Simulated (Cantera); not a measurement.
A Cantera script and what it prints.

```python
import numpy as np
import cantera as ct

gas_names = """
    C CH CH2 CH3 CH2OH CH3O CH4 CH3OH CO CO2 COOH C2 C2H CHCO,ketyl C2H2,acetylene C2H2,vinylidene
    CH2CO,ketene C2H3,vinyl CH3CO,acetyl C2H4 C2H4O,ethylen CH3CHO,ethanal CH3COOH (HCOOH)2 C2H5 C2H6
    CH3OCH3 C2H5OH C2O C3 C3H3,propargyl C3H4,allene C3H4,propyne C3H4,cyclo- C3H5,allyl C3H6,propylene
    C3H6,cyclo- C3H6O C3H7,n-propyl C3H7,i-propyl C3H8 C3H8O,1propanol C3H8O,2propanol C3O2 C4 C4H2
    C4H4,1,3-cyclo- C4H6,butadiene C4H6,2-butyne C4H6,cyclo- C4H8,1-butene C4H8,cis2-buten
    C4H8,tr2-butene C4H8,isobutene C4H8,cyclo- (CH3COOH)2 C4H9,n-butyl C4H9,i-butyl C4H9,s-butyl
    C4H9,t-butyl C4H10,isobutane C4H10,n-butane C5 C5H6,1,3cyclo- C5H8,cyclo- C5H10,1-pentene
    C5H10,cyclo- C5H11,pentyl C5H11,t-pentyl C5H12,n-pentane C5H12,i-pentane CH3C(CH3)2CH3 C6H2
    C6H5,phenyl C6H5O,phenoxy C6H6 C6H5OH,phenol C6H10,cyclo- C6H12,1-hexene C6H12,cyclo- C6H13,n-hexyl
    C7H7,benzyl C7H8 C7H8O,cresol C7H14,1-heptene C7H15,n-heptyl C7H16,n-heptane C8H8,styrene
    C8H10,ethylbenz C8H16,1-octene C8H17,n-octyl C8H18,isooctane C8H18,n-octane C9H19,n-nonyl
    C10H8,naphthale C10H21,n-decyl C12H9,o-bipheny C12H10,bipheny Cu CuO Cu2 H HCO HO2 H2
    HCHO,formaldehy HCOOH H2O H2O2 O OH O2 O3
""".split()
cond_names = """
    C(gr) C6H6(L) C7H8(L) C8H18(L),n-octa Cu(cr) Cu(L) CuO(s) CuO2H2(s) Cu2O(s) Cu2O(L) H2O(s) H2O(L)
""".split()


def load(file, names, dense=False):
    # The tables refer to 1 bar. Condensed volumes are neglected.
    table = {s.name: s for s in ct.Species.list_from_file(file)}
    out = []
    for n in names:
        d = dict(table[n].input_data)
        d["thermo"] = dict(d["thermo"], **{"reference-pressure": 1e5})
        if dense:
            d["equation-of-state"] = {"model": "constant-volume", "density": "1e6 g/cm^3"}
        out.append(ct.Species.from_dict(d))
    return out


gas = ct.Solution(thermo="ideal-gas", species=load("nasa_gas.yaml", gas_names))
cond = {s.name: ct.Solution(thermo="fixed-stoichiometry", species=[s], name=s.name)
        for s in load("nasa_condensed.yaml", cond_names, dense=True)}
atoms = {
    'Cu2O': {'Cu': 2, 'O': 1},
    'CO': {'C': 1, 'O': 1},
    'CH4': {'C': 1, 'H': 4},
}
top_T = {'C(gr)': 4500, 'CuO(s)': 1390}  # K; cautious upper limits of use, not melting points


def equilibrate(T, P, feed):
    n = {}
    for name, mol in feed.items():
        for a, k in atoms[name].items():
            n[a] = n.get(a, 0.0) + k * mol
    gas.TPX = T, P, n
    mass = sum(n.values()) * gas.mean_molecular_weight
    gas.equilibrate("TP")
    valid = [c for c in cond.values() if c.min_temp <= T <= top_T.get(c.name, c.max_temp)]
    mix = ct.Mixture([(gas, mass / gas.mean_molecular_weight)] + [(c, 0.0) for c in valid])
    mix.T, mix.P = T, P
    mix.equilibrate("TP", solver="vcs", rtol=1e-11, max_steps=5000)
    return mix


results = []
feed = {'Cu2O': 1, 'CO': 2.4, 'CH4': 4.4}  # mol
P = 1000  # Pa
for T in [1650, 1725, 1800, 1875, 1950, 2025, 2100, 2175, 2250, 2325, 2400, 2475]:
    mix = equilibrate(T, P, feed)
    results.append((T, P, feed, dict(zip(mix.species_names, mix.species_moles))))

top = {s: max(r[3][s] / sum(r[3][g] for g in gas_names) for r in results) for s in gas_names}
cols = sorted((s for s in top if top[s] > 0.0001), key=lambda s: -top[s])[:6]
seen = [c for c in cond_names if any(r[3].get(c, 0) > 1e-12 for r in results)]
print("log10 of partial pressures in bar; condensed amounts in mol")
print(f"{'T/K':>10s}" + "".join(f"{s[:9]:>10s}" for s in cols + seen))
for T, P, feed, n in results:
    ng = sum(n[g] for g in gas_names)
    print(f"{T:10.4g}" + "".join(f"{np.log10(max(n[s] / ng * P / 1e5, 1e-99)):10.3f}" for s in cols)
          + "".join(f"{n.get(c, 0):10.4g}" for c in seen))
```

Output:

```
log10 of partial pressures in bar; condensed amounts in mol
       T/K        H2        CO         H        Cu C2H2,acet       Cu2     C(gr)     Cu(L)
      1650    -2.146    -2.559    -5.115    -4.090    -6.487    -7.118     3.399       1.9
      1725    -2.152    -2.565    -4.807    -3.660    -6.188    -6.525     3.398     1.726
      1800    -2.168    -2.580    -4.530    -3.266    -5.924    -5.984     3.397     1.298
      1875    -2.203    -2.614    -4.285    -2.905    -5.702    -5.488     3.394     0.253
      1950    -2.213    -2.623    -4.047    -2.855    -5.475    -5.596      3.39         0
      2025    -2.217    -2.624    -3.824    -2.855    -5.260    -5.792     3.384         0
      2100    -2.222    -2.626    -3.618    -2.857    -5.063    -5.976     3.375         0
      2175    -2.231    -2.629    -3.427    -2.860    -4.882    -6.150     3.362         0
      2250    -2.242    -2.633    -3.250    -2.864    -4.718    -6.315     3.344         0
      2325    -2.259    -2.639    -3.088    -2.870    -4.570    -6.474     3.319         0
      2400    -2.282    -2.647    -2.939    -2.877    -4.438    -6.628     3.287         0
      2475    -2.312    -2.656    -2.804    -2.887    -4.324    -6.779     3.247         0
```

Equilibrium computed with Cantera from the NASA thermochemical tables; the gas is ideal and each condensed phase is pure.
